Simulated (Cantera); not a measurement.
Charge: 1 mol Pb, 0.069 mol H2O, a varied amount of CO, 0.13 mol NH3, equilibrated at 11.0 Pa.

Method: chemical equilibrium by Gibbs-energy minimisation in Cantera with the NASA 1993 tables (ideal gas, pure condensed phases). Candidate condensed phases: C, C6H6, C7H8, C8H18, H2O, Pb, PbO, PbO2, Pb3O4; 139 gas species. Equilibrium is a limit: real reactors are often held back by kinetics, nucleation or transport.

Stable condensed phases, one row left out:

```
T in °C \ n(CO) in mol
         3.3   5 7.6  12  18  27  41  63  95
   1675    A   A   A   A   A   A   A   A   A
   1575    A   A   A   A   A   A   A   A   A
   1475    A   A   A   A   A   A   A   A   A
   1375    A   A   A   A   A   A   A   A   A
   1275    A   A   A   A   A   A   A   A   A
   1175    A   A   A   A   A   A   A   A   A
   1075    A   A   A   A   A   A   A   A   A
    975    A   A   A   A   A   A   A   A   A
    875    A   A   A   A   A   A   A   A   A
    775    A   A   A   A   A   A   A   A   A
    575    B   B   B   B   B   B   C   C   C
```

A: gas only; B: Pb; C: C + Pb.

Q: Give the row for 675 °C.

A: 3.3: Pb; 5: Pb; 7.6: Pb; 12: Pb; 18: Pb; 27: gas only; 41: gas only; 63: gas only; 95: gas only.
